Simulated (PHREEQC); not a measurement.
0.89 g of hydrous ferric oxide (600 m²/g; 0.2 weak and 0.005 strong sites per Fe, Dzombak-Morel constants, diffuse double layer) in 1 kg of water with 0.1 mol/kgw of an inert sodium salt and 2.6e-06 mol/kgw NiCl2 and 0.00028 mol/kgw NaF, at 25 °C; the pH is set by adding NaOH or the inert anion's acid. Oxygen alone is held at its pressure in air (log pO2 = -0.68). The system is closed to CO2. Precipitation was switched off in this run.

Model: ion-association model, wateq4f.dat, run in PHREEQC.

```tsv
pH	Ni sorbed (%)	F sorbed (%)	surface charge σ (C/m²)	surface potential ψ (mV)
3	0.0	82.9	0.323	146
3.5	0.0	87.5	0.309	144
4	0.0	88.1	0.284	140
4.5	0.2	86.0	0.242	132
5	1.5	80.9	0.191	120
5.5	10.5	72.0	0.142	105
6	46.4	58.5	0.100	88
6.5	86.3	41.9	0.067	70
7.5	99.7	12.9	0.021	28
8	100.0	5.6	0.003	5
8.5	100.0	2.3	-0.014	-19
9	100.0	0.9	-0.034	-42
9.5	100.0	0.4	-0.060	-65
10	100.0	0.1	-0.094	-85
10.5	100.0	0.1	-0.137	-103
11	100.0	0.0	-0.190	-119
```

The oxide is taken as insoluble; below pH 4 it would dissolve.
